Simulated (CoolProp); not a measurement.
Model: reference Helmholtz-energy equation of state, Penoncello 2003, in CoolProp.

For CHF3 (R23), give the phase and the cv (kJ/(kg K)), isothermal compressibility (1/MPa), fugacity coefficient at -13.85 °C and 5.85 bar.


- -13.85 °C and 5.85 bar: gas; cv 0.601, isothermal compressibility 1.86, fugacity coefficient 0.928
